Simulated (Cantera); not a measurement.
An isothermal plug-flow reactor at 850 K and 3750 Torr (inlet), inlet velocity 2.4 m/s, active area per volume 7200 1/m; feed CH4 : O2 : N2 = 0.0042 : 0.028 : 0.79 (molar parts), equivalence ratio 0.30.

Detailed kinetics in Cantera: Deutschmann's 1995 Pt surface mechanism with GRI-Mech 3.0 gas chemistry. Catalytic surfaces can have several steady states; this one follows from the mechanism file's or the stated starting coverage. Mass transfer to the wall is taken as infinitely fast.

Q: What does this change do: inlet velocity 2.4 to 1.7 m/s?

A: 
| quantity | before | after |
|---|---|---|
| x(CH4) at z = 0.0045 m | 0.00489 | 0.00481 |
| x(O2) at z = 0.0045 m | 0.0336 | 0.0335 |
| x(H2O) at z = 0.0045 m | 0.000432 | 0.000605 |
| x(CO2) at z = 0.0045 m | 0.000215 | 0.000302 |
| x(CO) at z = 0.0045 m | 9.14e-7 | 8.98e-7 |
| θ(free Pt) at the exit | 0.0538 | 0.0539 |
| θ(O*) at the exit | 0.945 | 0.945 |

Q: What does this change do: temperature 850 to 1225 K?

A: 
```json
[
 {"quantity": "x(CH4) at z = 0.0045 m", "before": "0.00489", "after": "9.76e-6"},
 {"quantity": "x(O2) at z = 0.0045 m", "before": "0.0336", "after": "0.0239"},
 {"quantity": "x(H2O) at z = 0.0045 m", "before": "0.000432", "after": "0.0101"},
 {"quantity": "x(CO2) at z = 0.0045 m", "before": "0.000215", "after": "0.00505"},
 {"quantity": "x(CO) at z = 0.0045 m", "before": "9.14e-7", "after": "2.51e-8"},
 {"quantity": "θ(free Pt) at the exit", "before": "0.0538", "after": "0.432"},
 {"quantity": "θ(O*) at the exit", "before": "0.945", "after": "0.565"}
]
```
